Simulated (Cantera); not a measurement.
Cantera with NASA thermochemical tables; ideal gases at 1 bar, condensed phases pure. Values are per mole of reaction as written; species without (g) are pure solids or liquids, kept so even where they would boil at 1 bar.

3 H2(g) + N2(g) ⇌ 2 NH3(g)

```
T (K)    ΔH° (kJ)   ΔS° (J/K)    ΔG° (kJ)     log10 K
-----  ----------  ----------  ----------  ----------
748    (withheld)  (withheld)  (withheld)  (withheld)
948    (withheld)  (withheld)  (withheld)  (withheld)
1148       -111.6      -235.4       158.6       -7.22
1348   (withheld)  (withheld)  (withheld)  (withheld)
1548   (withheld)  (withheld)  (withheld)  (withheld)
1748       -112.4      -236.1       300.3       -8.97
```

Problem. Some entries are withheld; supply them.

Solution. 
- 748, ΔH° (kJ): -106.4
- 748, ΔS° (J/K): -229.6
- 748, ΔG° (kJ): 65.4
- 748, log10 K: -4.56
- 948, ΔH° (kJ): -109.7
- 948, ΔS° (J/K): -233.5
- 948, ΔG° (kJ): 111.7
- 948, log10 K: -6.15
- 1348, ΔH° (kJ): -112.5
- 1348, ΔS° (J/K): -236.1
- 1348, ΔG° (kJ): 205.8
- 1348, log10 K: -7.97
- 1548, ΔH° (kJ): -112.8
- 1548, ΔS° (J/K): -236.3
- 1548, ΔG° (kJ): 253.0
- 1548, log10 K: -8.54
